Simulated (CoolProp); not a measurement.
Vapour-liquid equilibrium of ethane (1) + C3F8 (R218) (2) at 0.919 MPa; x and y are mole fractions of (1).

Computed with CoolProp (multi-fluid Helmholtz-energy mixture model, Bücker 2006 and Lemmon 2006; pair parameters Bell 2016).

Problem. Give the bubble temperature and the first vapour's composition at x = 0.275, 0.425, 0.65. Is there an azeotrope?

Solution. x = 0.275: 261.1 K, y = 0.727; x = 0.425: 251.8 K, y = 0.826; x = 0.65: 245.2 K, y = 0.890. No azeotrope shows between x = 0.05 and 0.95.

Pair parameters are fitted to limited data, so mixtures are less certain than the pure fluids.
